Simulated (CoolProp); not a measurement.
R245ca along the isobar 10000 kPa: fugacity coefficient from the reference equation and from simpler models built on Tc = 174.4 °C, pc = 3941 kPa, ω = 0.355; each cubic takes its own stable root.

The numbers come from the reference Helmholtz-energy equation of state, Zhou 2016 in CoolProp.

```tsv
T (°C)	phase	reference
2.75	liquid	0.005698
24.55	liquid	0.01393
46.25	liquid	0.02893
68.05	liquid	0.05318
89.85	liquid	0.08843
111.55	liquid	0.1353
133.35	liquid	0.1939
155.05	liquid	0.2624
176.85	supercritical	0.3387
```

**Question.** How far does each simpler model (van der Waals, Redlich-Kwong, Soave-Redlich-Kwong, Peng-Robinson) lie from the reference over these 9 states: mean and median of the absolute difference, and the worst?

**Answer.** 
- van der Waals: mean 285.8 %, median 135.3 %, worst +1096.0 % at 2.75 °C and 10000 kPa
- Redlich-Kwong: mean 64.9 %, median 46.1 %, worst +182.6 % at 2.75 °C and 10000 kPa
- Soave-Redlich-Kwong: mean 5.0 %, median 5.3 %, worst +6.4 % at 155.05 °C and 10000 kPa
- Peng-Robinson: mean 0.7 %, median 0.7 %, worst -1.4 % at 46.25 °C and 10000 kPa
